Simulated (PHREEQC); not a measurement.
Solution (25 °C): 0.14 mol/kgw H2SO4, 0.00012 mol/kgw FeCl3, 0.21 mol/kgw KCl and 0.03 mol/kgw CO2. Closed to the air; pH follows from the charge balance.

Equilibrium calculation in PHREEQC: ion-association model, phreeqc.dat.

Precipitation was switched off in this run.

Task: Order these Fe species by the share of Fe that they hold, largest first: FeCl+2, Fe(SO4)2-, FeSO4+, FeHSO4+2, Fe+3.

Result: FeSO4+ (43 %), FeHSO4+2 (37 %), FeCl+2 (8.3 %), Fe(SO4)2- (5.2 %), Fe+3 (4.7 %)

The pH is 0.87 and the ionic strength 0.403 mol/kgw. Complexes and solids missing from the database can't appear.
